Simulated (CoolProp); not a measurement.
Saturation properties of chlorine (Tc = 416.9 K, pc = 7.642 MPa, ω = 0.070).

Model: reference Helmholtz-energy equation of state, Thol 2021, in CoolProp.

```json
[
 {"T (K)": "250", "p (MPa)": "0.1594", "liquid density (kg/m³)": "1534", "vapour density (kg/m³)": "5.642", "enthalpy of vaporisation (kJ/kg)": "280.7", "liquid cp (kJ/(kg K))": "0.9450"},
 {"T (K)": "257.9", "p (MPa)": "0.2161", "liquid density (kg/m³)": "1511", "vapour density (kg/m³)": "7.482", "enthalpy of vaporisation (kJ/kg)": "275.9", "liquid cp (kJ/(kg K))": "0.9494"},
 {"T (K)": "265.9", "p (MPa)": "0.2882", "liquid density (kg/m³)": "1489", "vapour density (kg/m³)": "[?]", "enthalpy of vaporisation (kJ/kg)": "270.8", "liquid cp (kJ/(kg K))": "0.9551"},
 {"T (K)": "273.9", "p (MPa)": "0.3773", "liquid density (kg/m³)": "1466", "vapour density (kg/m³)": "[?]", "enthalpy of vaporisation (kJ/kg)": "265.6", "liquid cp (kJ/(kg K))": "[?]"},
 {"T (K)": "281.8", "p (MPa)": "0.4842", "liquid density (kg/m³)": "1442", "vapour density (kg/m³)": "15.90", "enthalpy of vaporisation (kJ/kg)": "260.1", "liquid cp (kJ/(kg K))": "0.9705"},
 {"T (K)": "289.8", "p (MPa)": "0.6142", "liquid density (kg/m³)": "1418", "vapour density (kg/m³)": "19.90", "enthalpy of vaporisation (kJ/kg)": "254.3", "liquid cp (kJ/(kg K))": "0.9805"},
 {"T (K)": "297.8", "p (MPa)": "0.7684", "liquid density (kg/m³)": "1394", "vapour density (kg/m³)": "24.63", "enthalpy of vaporisation (kJ/kg)": "[?]", "liquid cp (kJ/(kg K))": "0.9922"},
 {"T (K)": "305.7", "p (MPa)": "0.9469", "liquid density (kg/m³)": "[?]", "vapour density (kg/m³)": "30.10", "enthalpy of vaporisation (kJ/kg)": "241.8", "liquid cp (kJ/(kg K))": "1.006"}
]
```

Task: What belongs in the gaps?

Result: 
- 265.9, vapour density (kg/m³): 9.779
- 273.9, vapour density (kg/m³): 12.58
- 273.9, liquid cp (kJ/(kg K)): 0.9621
- 297.8, enthalpy of vaporisation (kJ/kg): 248.2
- 305.7, liquid density (kg/m³): 1369

It boils at 239.2 K under 1 atm.
